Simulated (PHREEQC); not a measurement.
Consider water at 25 °C with 0.009 mol/kgw HF, 0.075 mol/kgw NH4F and 0.0215 mol/kgw HCl. Closed to the air; pH follows from the charge balance.

All values are PHREEQC results (ion-association model, phreeqc.dat), not measurements.

Precipitation was switched off in this run.

Question: Order these F species by the share of F that they hold, largest first: HF, HF2-, F-.

Answer: F- (59 %), HF (30 %), HF2- (11 %)

The pH is 3.35 and the ionic strength 0.0755 mol/kgw.
